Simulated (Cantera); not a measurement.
Equilibrium for silicon nitride deposition: trisilylamine + NH3

Feed: 1 mol trisilylamine, a varied amount of NH3, at 1225 °C and 1.33 mbar.

Method: chemical equilibrium by Gibbs-energy minimisation in Cantera with the NASA 1993 tables (ideal gas, pure condensed phases). Candidate condensed phases: Si, Si3N4; 18 gas species. The feed counts by its element totals alone. Mutual solubility and eutectic melting of coexisting phases are not modelled. Rates play no part.

```
n(NH3) (mol)   x H2    x N2       x H     x Si   x SiH2    x SiH   x Si2N  n Si(s)  n Si3N4(s)
------------  -----  ------  --------  -------  -------  -------  -------  -------  ----------
3.2           0.965  0.0343  0.000463  7.55e-6  1.41e-6  8.76e-7  9.91e-8    0.345       0.885
3.8           0.962  0.0377  0.000462  7.09e-6  1.32e-6  8.20e-7  9.15e-8        0       1.000
4.4           0.940  0.0593  0.000457  5.24e-6  9.54e-7  6.00e-7  6.28e-8        0       1.000
5.2           0.917  0.0821  0.000452  4.22e-6  7.50e-7  4.77e-7  4.79e-8        0       1.000
6.1           0.898   0.102  0.000447  3.65e-6  6.35e-7  4.09e-7  4.00e-8        0       1.000
7.2           0.879   0.121  0.000442  3.26e-6  5.56e-7  3.61e-7  3.47e-8        0       1.000
8.4           0.863   0.136  0.000438  3.01e-6  5.03e-7  3.30e-7  3.14e-8        0       1.000
9.9           0.848   0.151  0.000434  2.81e-6  4.61e-7  3.05e-7  2.88e-8        0       1.000
12            0.833   0.167  0.000430  2.63e-6  4.25e-7  2.84e-7  2.65e-8        0       1.000
14            0.822   0.177  0.000428  2.52e-6  4.02e-7  2.70e-7  2.52e-8        0       1.000
16            0.814   0.186  0.000425  2.45e-6  3.86e-7  2.61e-7  2.43e-8        0       1.000
```
x: gas mole fraction; n: condensed amount in mol.

At 3.2 mol NH3 the condensed part is Si(s) + Si3N4(s). From 3.8 mol NH3 to 16 mol NH3 the condensed part is Si3N4(s). The main Si-bearing gas is Si throughout.
